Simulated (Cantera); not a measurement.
Standard-state values (1 bar) from the NASA 1993 polynomials, evaluated with Cantera. Values are per mole of reaction as written; species without (g) are pure solids or liquids, kept so even where they would boil at 1 bar.

Problem. Between 2075 and 2975 K, where is each reaction favourable under standard conditions?
- 4 N(g) + 3 Si(CH3)4(g) → 3 Si + 6 C2H4(g) + 4 NH3(g)

Solution. 
- 4 N(g) + 3 Si(CH3)4(g) → 3 Si + 6 C2H4(g) + 4 NH3(g): ΔG° is -1743 kJ at 2075 K and -2122 kJ at 2975 K; it stays negative (K > 1). ΔH° is -895 kJ and ΔS° 412 J/K at 2975 K.
